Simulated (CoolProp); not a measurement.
500 sccm (0 °C, 1 atm) of nitrogen bubbles through liquid ethylbenzene at 316.3 K and leaves saturated at a total pressure of 0.0662 MPa (ideal gas phase). Each further row changes one setting.

Values from CoolProp's reference Helmholtz-energy equation of state, Zhou 2012.

```
case                      vapour pressure (kPa)  mole fraction of vapour  delivery (mg/min)  delivery (sccm)  change of delivery for a bath 1 K warmer (%)
------------------------  ---------------------  -----------------------  -----------------  ---------------  --------------------------------------------
as stated                                  3.37                   0.0509                127             26.8                                           5.4
bath temperature 321.3 K                   4.30                   0.0649                164             34.7                                           5.2
total pressure 0.132 MPa                   3.37                   0.0255               62.0             13.1                                           5.2
```
